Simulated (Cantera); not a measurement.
## Equilibrium for silicon oxide and oxynitride deposition: SiF4 + H2O

Charge: 1 mol SiF4, 3.5 mol H2O, held at 475 °C and 0.100 bar.

These are equilibrium values from Cantera (NASA tables, ideal gas, pure condensed phases), not measurements of a reactor. Candidate condensed phases: H2O, Si, SiO2; 38 gas species. Kinetics and transport are ignored.

The x(H2O) comes out as 0.634, the x(HF) is 0.207 and the x(SiF4) comes out as 0.159. The n(SiO2(α-quartz)) is 0.246 mol and the gas amount is 4.746 mol. The log10 activity of Si(s) (absent) is -43.50.
